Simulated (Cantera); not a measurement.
Hydrocarbon pyrolysis for carbon deposition

A perfectly stirred reactor is fed with C₂H₄ : H₂ = 1 : 3.4 (molar parts), at 0.000460 bar; it is held at 1925 K, and followed from long to short residence time.

Detailed kinetics in Cantera: GRI-Mech 3.0 (53 species, 325 reactions). GRI-Mech 3.0 was tuned for natural gas; its chemistry of ethylene as a main component is partial and can be far from experiment. GRI-Mech 3.0 stops at C3 and has no aromatics, soot or wall deposition, so with more carbon than oxygen in the feed, carbon stays in small species such as C2H2 where larger ones or solid carbon would form. Radical loss at walls, strong at low pressure, is not modelled.

```json
[
 {"τ (s)": "0.60", "x C₂H₄": "0.0184", "x H₂": "0.811", "x C₂H₂": "0.170", "x CH₄": "3.20e-5", "x C₂H₆": "2.34e-9", "x C₂H": "1.07e-6"},
 {"τ (s)": "0.33", "x C₂H₄": "0.0332", "x H₂": "0.808", "x C₂H₂": "0.158", "x CH₄": "2.55e-5", "x C₂H₆": "4.23e-9", "x C₂H": "7.90e-7"},
 {"τ (s)": "0.18", "x C₂H₄": "0.0565", "x H₂": "0.804", "x C₂H₂": "0.139", "x CH₄": "1.95e-5", "x C₂H₆": "7.15e-9", "x C₂H": "5.71e-7"},
 {"τ (s)": "0.10", "x C₂H₄": "0.0871", "x H₂": "0.798", "x C₂H₂": "0.114", "x CH₄": "1.39e-5", "x C₂H₆": "1.09e-8", "x C₂H": "3.90e-7"},
 {"τ (s)": "0.056", "x C₂H₄": "0.122", "x H₂": "0.792", "x C₂H₂": "0.0857", "x CH₄": "8.82e-6", "x C₂H₆": "1.49e-8", "x C₂H": "2.37e-7"},
 {"τ (s)": "0.031", "x C₂H₄": "0.156", "x H₂": "0.786", "x C₂H₂": "0.0579", "x CH₄": "4.65e-6", "x C₂H₆": "1.84e-8", "x C₂H": "1.19e-7"},
 {"τ (s)": "0.017", "x C₂H₄": "0.184", "x H₂": "0.781", "x C₂H₂": "0.0355", "x CH₄": "2.00e-6", "x C₂H₆": "2.05e-8", "x C₂H": "4.81e-8"},
 {"τ (s)": "0.0095", "x C₂H₄": "0.201", "x H₂": "0.777", "x C₂H₂": "0.0210", "x CH₄": "7.67e-7", "x C₂H₆": "2.05e-8", "x C₂H": "1.74e-8"},
 {"τ (s)": "0.0052", "x C₂H₄": "0.213", "x H₂": "0.775", "x C₂H₂": "0.0118", "x CH₄": "2.57e-7", "x C₂H₆": "1.85e-8", "x C₂H": "5.57e-9"},
 {"τ (s)": "0.0029", "x C₂H₄": "0.219", "x H₂": "0.774", "x C₂H₂": "0.00669", "x CH₄": "8.16e-8", "x C₂H₆": "1.50e-8", "x C₂H": "1.79e-9"}
]
```
x: mole fraction; the columns are a selection and need not sum to one.
